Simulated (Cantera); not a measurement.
Cantera run:

```python
import numpy as np
import cantera as ct

gas_names = """
    Mg
""".split()
cond_names = """
    MgS(s) S(cr1) S(cr2) S(L)
""".split()


# ... load() reads the species with a 1 bar reference pressure and builds the phases ...
species = {s.name: s for s in load("nasa_gas.yaml", gas_names) + load("nasa_condensed.yaml", cond_names)}
# Each term lists the table entries of one substance; the one whose range holds T is used.
reactions = {
    'MgS = S + Mg(g)':
        [(-1, ['MgS(s)']), (1, ['S(cr1)', 'S(cr2)', 'S(L)']), (1, ['Mg'])],
}


def pick(names, T):
    return next(species[n] for n in names if species[n].thermo.min_temp <= T <= species[n].thermo.max_temp)


results = []
for label, terms in reactions.items():
    print(label)
    print("     T/K   dH/kJ  dS/(J/K)   dG/kJ   log10 K")
    for T in [550, 600, 650, 700, 750, 800, 850, 900]:
        used = [(nu, pick(names, T)) for nu, names in terms]
        dH = sum(nu * s.thermo.h(T) for nu, s in used) / 1e6
        dS = sum(nu * s.thermo.s(T) for nu, s in used) / 1e3
        dG = dH - T * dS / 1e3
        logK = -dG * 1e6 / (ct.gas_constant * T * np.log(10))
        results.append((label, T, dH, dS, dG, logK, [s.name for _, s in used]))
        print(f"{T:8g} {dH:8.1f} {dS:8.1f} {dG:8.1f} {logK:8.2f}")
```

Output:

```
MgS = S + Mg(g)
     T/K   dH/kJ  dS/(J/K)   dG/kJ   log10 K
     550    496.6    139.2    420.0   -39.89
     600    497.0    140.0    413.0   -35.96
     650    497.2    140.4    406.0   -32.63
     700    497.3    140.5    399.0   -29.77
     750    497.4    140.5    392.0   -27.30
     800    497.4    140.6    384.9   -25.13
     850    497.5    140.6    377.9   -23.22
     900    497.6    140.8    370.9   -21.52
```

Standard-state values (1 bar) from the NASA 1993 polynomials, evaluated with Cantera. Condensed species are held in their standard states even where they would react or evaporate.
